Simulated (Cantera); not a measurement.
Feed: 1 mol MgO, 4.6 mol SO2, 8.6 mol N2, 0.053 mol SO3, at 1450 °C and 11000 Pa.

These are equilibrium values from Cantera (NASA tables, ideal gas, pure condensed phases), not measurements of a reactor. Candidate condensed phases: Mg, MgO, MgS, MgSO4, S; 22 gas species. Kinetics and transport are ignored.

Base state: N2 0.647, SO2 0.350, O2 0.00192, NO 0.000274, SO 0.000194, SO3 7.08e-5 (mole fractions); condensed: MgO(s).

**Question.** What changes in the equilibrium state with this change: temperature from 1450 °C to 800 °C?

**Answer.** 
```
species          before     after
-------------  --------  --------
N2                0.647     0.651
SO2               0.350     0.348
SO3             7.08e-5  0.000446
O2              0.00192   2.25e-5
SO             0.000194   5.05e-9
NO             0.000274   6.22e-7
MgO(s), mol        1.00     0.953
MgSO4(s), mol         0    0.0465
```
Mutual solubility and eutectic melting of coexisting phases are not modelled.

**Question.** What changes in the equilibrium state with this change: 0.09 mol H2 added?

**Answer.** 
| species | before | after |
|---|---|---|
| N2 | 0.647 | 0.645 |
| SO2 | 0.350 | 0.346 |
| H2O | 0 | 0.00658 |
| H2 | 0 | 0.000149 |
| S2 | 1.53e-9 | 4.07e-5 |
| MgO(s), mol | 1.00 | 1.000 |
Further candidate phases: H2O, H2SO4, Mg(OH)2.

**Question.** What changes in the equilibrium state with this change: temperature from 1450 °C to 900 °C?

**Answer.** 
```json
[
 {"species": "N2", "before": "0.647", "after": "0.648"},
 {"species": "SO2", "before": "0.350", "after": "0.349"},
 {"species": "SO3", "before": "7.08e-5", "after": "0.00135"},
 {"species": "SO", "before": "0.000194", "after": "1.19e-8"},
 {"species": "NO", "before": "0.000274", "after": "1.14e-5"},
 {"species": "O2", "before": "0.00192", "after": "0.00132"},
 {"species": "MgO(s), mol", "before": "1.00", "after": "1.00"}
]
```
